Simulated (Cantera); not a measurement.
Input (Python, Cantera) and output of one run.

```python
import numpy as np
import cantera as ct

gas_names = """
    CL CL2 H HCL H2 Si SiCL SiCL2 SiCL3 SiCL4 SiH SiHCL3 SiH2 SiH2CL2 SiH3 SiH3CL SiH4 Si2 Si3
""".split()
cond_names = """
    Si(cr) Si(L)
""".split()


# ... load() reads the species with a 1 bar reference pressure and builds the phases ...
atoms = {
    'SiCl4': {'Si': 1, 'CL': 4},
    'H2': {'H': 2},
}
top_T = {}  # K; cautious upper limits of use, not melting points


# ... equilibrate(T, P, feed) seeds the gas with the atoms and calls Mixture.equilibrate('TP', solver="vcs", rtol=1e-11, max_steps=5000) ...
results = []
feed = {'SiCl4': 1, 'H2': 8.1}  # mol
T = 1375  # K
P = 101325  # Pa
mix = equilibrate(T, P, feed)
results.append((T, P, feed, dict(zip(mix.species_names, mix.species_moles))))
x = sorted(zip(gas.X, gas.species_names), reverse=True)
print(f"T = {T:g} K  P = {P:g} Pa  gas = {mix.phase_moles(0):.4g} mol")
print("   x: " + "  ".join(f"{s} {v:.3e}" for v, s in x if v > 1e-06))
print("   condensed (mol): " + ("  ".join(f"{mix.phase(i).name} {mix.phase_moles(i):.4g}"
      for i in range(1, mix.n_phases) if mix.phase_moles(i) > 1e-12) or "none"))
```

Result:

```
T = 1375 K  P = 101325 Pa  gas = 9.397 mol
   x: H2 8.027e-01  HCL 9.085e-02  SiCL4 4.181e-02  SiCL2 2.418e-02  SiHCL3 2.357e-02  SiCL3 1.483e-02  SiH2CL2 1.968e-03  SiH3CL 4.702e-05  H 3.050e-06
   condensed (mol): none
```

Cantera equilibrium calculation (NASA polynomials, part measured and part estimated; ideal gas, pure solids and liquids). The tables' values for SiCl3 are old estimates; treat these amounts as uncertain.
